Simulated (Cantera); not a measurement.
Feed: 1 mol S, 2.4 mol H2O, 5.5 mol O2, 0.21 mol SO2, held at 2050 K and 0.00290 bar.

Method: chemical equilibrium by Gibbs-energy minimisation in Cantera with the NASA 1993 tables (ideal gas, pure condensed phases). Candidate condensed phases: H2O, H2SO4, S; 19 gas species. Rates play no part.

Base state: O2 0.536, H2O 0.275, SO2 0.146, OH 0.0235, O 0.0132, H2 0.00291, H 0.00227, SO 0.000855 (mole fractions); condensed: gas only.

Question: What changes in the equilibrium state with this change: pressure from 0.00290 bar to 0.000480 bar?

Answer: 
| species | before | after |
|---|---|---|
| O2 | 0.536 | 0.517 |
| H2O | 0.275 | 0.257 |
| SO2 | 0.146 | 0.142 |
| O | 0.0132 | 0.0319 |
| OH | 0.0235 | 0.0352 |
| H | 0.00227 | 0.00854 |
| SO3 | 2.82e-5 | 1.09e-5 |
| SO | 0.000855 | 0.00208 |
| H2 | 0.00291 | 0.00680 |

Question: What changes in the equilibrium state with this change: temperature from 2050 K to 1373 K?

Answer: 
```csv
species,before,after
O2,0.536,0.555
H2O,0.275,0.296
SO2,0.146,0.149
OH,0.0235,0.000221
O,0.0132,8.52e-6
H,0.00227,9.14e-8
SO,0.000855,1.39e-7
H2,0.00291,2.19e-6
SO3,2.82e-5,0.000454
```
